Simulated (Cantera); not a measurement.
Feed: 1 mol Si, 2.8 mol CO2, 1.3 mol H2, held at 0.0825 Torr.

Method: chemical equilibrium by Gibbs-energy minimisation in Cantera with the NASA 1993 tables (ideal gas, pure condensed phases). Candidate condensed phases: C, C6H6, C7H8, C8H18, H2O, Si, SiC, SiO2; 123 gas species. The tables hold silica as quartz up to 1696 K and as liquid above; real silica turns to tridymite and cristobalite and melts near 1996 K. Kinetics and transport are ignored.

### Question
At 1698 K, list the 6 most abundant gas species with their mole fractions, and the condensed phases.

### Answer
CO 0.587, H2 0.204, H2O 0.107, CO2 0.0906, H 0.00623, SiO 0.00457. Condensed: SiO2(condensed).
